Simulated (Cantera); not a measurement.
Cantera run:

```python
import numpy as np
import cantera as ct

gas_names = [...]  # 109 gases of nasa_gas.yaml made of C, Cl, H, Si
cond_names = """
    C(gr) C6H6(L) C7H8(L) C8H18(L),n-octa Si(cr) Si(L) SiC(b)
""".split()


# ... load() reads the species with a 1 bar reference pressure and builds the phases ...
atoms = {
    'SiH2Cl2': {'Si': 1, 'H': 2, 'CL': 2},
    'CH4': {'C': 1, 'H': 4},
    'H2': {'H': 2},
    'HCl': {'H': 1, 'CL': 1},
}
top_T = {'C(gr)': 4500, 'SiC(b)': 3050}  # K; cautious upper limits of use, not melting points


# ... equilibrate(T, P, feed) seeds the gas with the atoms and calls Mixture.equilibrate('TP', solver="gibbs", rtol=1e-10, max_steps=50000) ...
results = []
feed = {'SiH2Cl2': 1, 'CH4': 0.034, 'H2': 37, 'HCl': 0.24}  # mol
P = 100000  # Pa
for T in [1123, 1173, 1223, 1273, 1323, 1373, 1423, 1473, 1523, 1573]:
    mix = equilibrate(T, P, feed)
    results.append((T, P, feed, dict(zip(mix.species_names, mix.species_moles))))

top = {s: max(r[3][s] / sum(r[3][g] for g in gas_names) for r in results) for s in gas_names}
cols = sorted((s for s in top if top[s] > 1e-05), key=lambda s: -top[s])[:7]
seen = [c for c in cond_names if any(r[3].get(c, 0) > 1e-12 for r in results)]
print("log10 of partial pressures in bar; condensed amounts in mol")
print(f"{'T/K':>10s}" + "".join(f"{s[:9]:>10s}" for s in cols + seen))
for T, P, feed, n in results:
    ng = sum(n[g] for g in gas_names)
    print(f"{T:10.4g}" + "".join(f"{np.log10(max(n[s] / ng * P / 1e5, 1e-99)):10.3f}" for s in cols)
          + "".join(f"{n.get(c, 0):10.4g}" for c in seen))
```

Result:

```
log10 of partial pressures in bar; condensed amounts in mol
       T/K        H2       HCL     SiCL2    SiHCL3     SiCL4     SiCL3   SiH2CL2    Si(cr)    SiC(b)
      1123    -0.012    -1.841    -3.345    -2.216    -2.279    -3.359    -3.065    0.4574    0.0329
      1173    -0.014    -1.722    -3.073    -2.279    -2.355    -3.211    -3.097    0.5015   0.03299
      1223    -0.015    -1.621    -2.841    -2.364    -2.460    -3.101    -3.144    0.5469   0.03306
      1273    -0.017    -1.540    -2.651    -2.475    -2.601    -3.034    -3.209    0.5897   0.03313
      1323    -0.019    -1.479    -2.502    -2.618    -2.783    -3.012    -3.296     0.626   0.03319
      1373    -0.020    -1.436    -2.392    -2.791    -3.007    -3.032    -3.404    0.6531   0.03324
      1423    -0.021    -1.408    -2.315    -2.988    -3.265    -3.089    -3.528    0.6708   0.03328
      1473    -0.021    -1.391    -2.263    -3.201    -3.543    -3.170    -3.663    0.6807   0.03332
      1523    -0.022    -1.382    -2.228    -3.418    -3.829    -3.266    -3.801    0.6851   0.03335
      1573    -0.022    -1.377    -2.203    -3.634    -4.111    -3.367    -3.939     0.686   0.03338
```

These are equilibrium values from Cantera (NASA tables, ideal gas, pure condensed phases), not measurements of a reactor. Mutual solubility and eutectic melting of coexisting phases are not modelled. The tables' values for SiCl3 are old estimates; treat these amounts as uncertain.
